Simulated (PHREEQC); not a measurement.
Make-up at 6 °C: 0.0034 mol NaH2PO4 and 0.0055 mol Na2SO4 per kg of water. Closed to the air; pH follows from the charge balance.

All values are PHREEQC results (ion-association model, phreeqc.dat), not measurements.

```tsv
quantity	before	after
NaSO4- (mol/kgw)	0.000197	1.06e-5
HSO4- (mol/kgw)	3.08e-6	3.68e-7
```

Q: What was changed between the two runs?
A. NaH2PO4 left out
B. NaH2PO4 from 0.0034 to 0.00306 mol/kgw
C. diluted 5-fold with water
D. NaH2PO4 from 0.0034 to 0.00374 mol/kgw
E. NaH2PO4 replaced by NaHS at the same molality

A: C, diluted 5-fold with water

No solid was allowed to form. At this temperature some constants are extrapolated from 25 °C, and those without enthalpy data are left unchanged.
